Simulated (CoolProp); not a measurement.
Vapour pressure (kPa) of chlorine: the reference equation beside estimates from Tc = 416.9 K, pc = 7642 kPa, ω = 0.070.

Computed with CoolProp (reference Helmholtz-energy equation of state, Thol 2021).

| T (K) | reference | Lee-Kesler | van der Waals | Redlich-Kwong | Soave-Redlich-Kwong | Peng-Robinson |
|---|---|---|---|---|---|---|
| 208.7 | 21.13 | 22.48 | 214.2 | 17.57 | 22.23 | 23.92 |
| 217.2 | 34.40 | 36.12 | 279.3 | 30.02 | 35.82 | 38.06 |
| 225.7 | 53.71 | 55.82 | 357.2 | 48.75 | 55.47 | 58.30 |
| 234.2 | 80.88 | 83.36 | 449.3 | 75.74 | 82.94 | 86.34 |
| 242.7 | 117.9 | 120.7 | 556.7 | 113.2 | 120.2 | 124.1 |
| 251.2 | 167.1 | 170.2 | 680.6 | 163.7 | 169.5 | 173.8 |
| 259.7 | 230.9 | 234.0 | 822.0 | 229.8 | 233.2 | 237.6 |
| 268.2 | 311.9 | 314.8 | 982.0 | 314.1 | 313.9 | 318.1 |
| 276.8 | 414.2 | 416.5 | 1164 | 421.0 | 415.7 | 419.2 |
| 285.3 | 538.3 | 539.5 | 1364 | 550.8 | 538.9 | 541.3 |
| 293.8 | 688.1 | 687.6 | 1586 | 707.6 | 687.7 | 688.5 |
| 302.3 | 866.8 | 863.7 | 1830 | 894.2 | 865.0 | 863.6 |
| 310.8 | 1077 | 1071 | 2097 | 1113 | 1074 | 1070 |
| 319.3 | 1322 | 1311 | 2389 | 1368 | 1318 | 1310 |
| 327.8 | 1605 | 1588 | 2704 | 1661 | 1599 | 1588 |

Absolute difference from the reference over all 15 rows, mean and median: Lee-Kesler 1.9 and 1.1 %, van der Waals 307.8 and 214.8 %, Redlich-Kwong 4.8 and 3.3 %, Soave-Redlich-Kwong 1.5 and 0.6 %, Peng-Robinson 3.9 and 2.0 %.
